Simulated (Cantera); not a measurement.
Input (Python, Cantera) and output of one run.

```python
import numpy as np
import cantera as ct

gas_names = """
    B BCL BCL2 BCL3 BN BO BOCL BO2 B2 B2O B2O2 B2O3 B3O3CL3 CL CLO CL2 N NO NO2 NO3 N2 N2O O O2 O3
""".split()
cond_names = """
    B(b) B(L) BN(s) B2O3(L)
""".split()


# ... load() reads the species with a 1 bar reference pressure and builds the phases ...
atoms = {
    'BCl3': {'B': 1, 'CL': 3},
    'O2': {'O': 2},
    'N2': {'N': 2},
}
top_T = {'BN(s)': 3200}  # K; cautious upper limits of use, not melting points


# ... equilibrate(T, P, feed) seeds the gas with the atoms and calls Mixture.equilibrate('TP', solver="vcs", rtol=1e-11, max_steps=5000) ...
results = []
feed = {'BCl3': 1, 'O2': 7.4, 'N2': 150}  # mol
P = 24  # Pa
for T in [775, 850, 925, 1000, 1075, 1150, 1225, 1300]:
    mix = equilibrate(T, P, feed)
    results.append((T, P, feed, dict(zip(mix.species_names, mix.species_moles))))

top = {s: max(r[3][s] / sum(r[3][g] for g in gas_names) for r in results) for s in gas_names}
cols = sorted((s for s in top if top[s] > 1e-06), key=lambda s: -top[s])[:9]
seen = [c for c in cond_names if any(r[3].get(c, 0) > 1e-12 for r in results)]
print("log10 of partial pressures in bar; condensed amounts in mol")
print(f"{'T/K':>10s}" + "".join(f"{s[:9]:>10s}" for s in cols + seen))
for T, P, feed, n in results:
    ng = sum(n[g] for g in gas_names)
    print(f"{T:10.4g}" + "".join(f"{np.log10(max(n[s] / ng * P / 1e5, 1e-99)):10.3f}" for s in cols)
          + "".join(f"{n.get(c, 0):10.4g}" for c in seen))
```

It prints:

```
log10 of partial pressures in bar; condensed amounts in mol
       T/K        N2        O2        CL       CL2      B2O3        NO      BOCL       BO2         O   B2O3(L)
       775    -3.643    -4.996    -8.111    -5.644   -17.577    -9.819   -15.351   -17.072   -16.126       0.5
       850    -3.643    -4.996    -7.377    -5.647   -15.169    -9.276   -13.542   -15.067   -14.628       0.5
       925    -3.643    -4.996    -6.766    -5.660   -13.166    -8.821   -12.038   -13.393   -13.371       0.5
      1000    -3.643    -4.997    -6.260    -5.699   -11.475    -8.434   -10.780   -11.975   -12.302       0.5
      1075    -3.644    -4.997    -5.858    -5.802   -10.029    -8.102    -9.736   -10.759   -11.381    0.4999
      1150    -3.645    -4.999    -5.576    -6.029    -8.779    -7.813    -8.901    -9.705   -10.580    0.4984
      1225    -3.646    -5.000    -5.425    -6.422    -7.689    -7.560    -8.269    -8.784    -9.876    0.4841
      1300    -3.647    -5.001    -5.371    -6.929    -6.730    -7.336    -7.792    -7.971    -9.253    0.3672
```

Equilibrium computed with Cantera from the NASA thermochemical tables; the gas is ideal and each condensed phase is pure. The tables' values for BOCl are old estimates; treat these amounts as uncertain.
